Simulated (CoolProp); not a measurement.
Saturation properties of nitrogen.

Values from CoolProp's reference Helmholtz-energy equation of state, Span 2000.

| T (K) | p (kPa) | liquid density (kg/m³) | vapour density (kg/m³) | vapour viscosity (µPa s) | liquid conductivity (mW/(m K)) |
|---|---|---|---|---|---|
| 90.3 | 369.8 | 743.5 | 15.45 | 6.51 | 119 |
| 94 | 500.2 | (withheld) | 20.65 | 6.84 | 112 |
| 97.8 | 666.0 | 702.4 | 27.35 | 7.21 | 104 |
| 101.5 | 862.3 | 680.2 | 35.47 | 7.59 | 97.2 |
| 105.3 | 1104 | 655.5 | 45.87 | 8.02 | 89.7 |
| 109 | 1383 | 629.1 | 58.59 | (withheld) | 82.4 |
| 112.8 | 1718 | 598.6 | 75.30 | 9.05 | 74.9 |
| 116.5 | 2098 | (withheld) | 96.79 | 9.74 | 67.7 |
| 120.3 | 2549 | 519.3 | 128.1 | 10.7 | 60.5 |
| 124 | 3056 | 454.6 | 180.1 | 12.4 | 55.4 |

Q: What belongs in the gaps?

A: 
- 94, liquid density (kg/m³): 723.8
- 109, vapour viscosity (µPa s): 8.49
- 116.5, liquid density (kg/m³): 563.9

It boils at 77.4 K under 1 atm.

Viscosity comes from a separate model (Lemmon 2004). Thermal conductivity comes from a separate model (Lemmon 2004).
